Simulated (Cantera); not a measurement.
A closed system holds: 1 mol Si, 2.5 mol HCl, 4 mol H2, held at 120000 Pa.

Cantera equilibrium calculation (NASA polynomials, part measured and part estimated; ideal gas, pure solids and liquids). Candidate condensed phases: Si; 19 gas species. The tables' values for SiCl3 are old estimates; treat these amounts as uncertain. The numbers say what is thermodynamically allowed, not how fast it happens.

x: gas mole fraction; n: condensed amount in mol.

```
T (K)   x H2     x HCl  x SiCl4  x SiHCl3   x SiCl2   x SiCl3  n Si(s)
-----  -----  --------  -------  --------  --------  --------  -------
750    0.878  0.000575   0.0701    0.0484   3.26e-7   1.11e-5    0.298
800    0.878       ___   0.0705    0.0475       ___   3.21e-5    0.300
850    0.878   0.00221   0.0708    0.0466   6.63e-6   8.13e-5    0.302
900    0.877   0.00386   0.0708    0.0457   2.31e-5  0.000185    0.306
950    0.875       ___   0.0707    0.0447       ___  0.000386    0.310
1000   0.872   0.00988   0.0701    0.0436  0.000190  0.000742    0.316
1050   0.869    0.0147   0.0690    0.0424  0.000465   0.00133    0.323
1100   0.864    0.0210   0.0673    0.0409   0.00104   0.00224    0.331
1150   0.858    0.0289   0.0648    0.0391   0.00215   0.00357    0.340
1200   0.851    0.0385   0.0613    0.0368   0.00412   0.00537    0.349
1250   0.842    0.0497   0.0567    0.0341   0.00739   0.00765    0.356
1300   0.831    0.0622   0.0508    0.0309    0.0124    0.0103    0.361
1350   0.818    0.0755   0.0437    0.0271    0.0196    0.0131    0.361
1400   0.805    0.0890   0.0359    0.0230    0.0290    0.0157    0.356
```

Question: Complete the blanks.

Answer: 
- 950, x HCl: 0.00634
- 950, x SiCl2: 7.03e-5
- 800, x HCl: 0.00118
- 800, x SiCl2: 1.62e-6
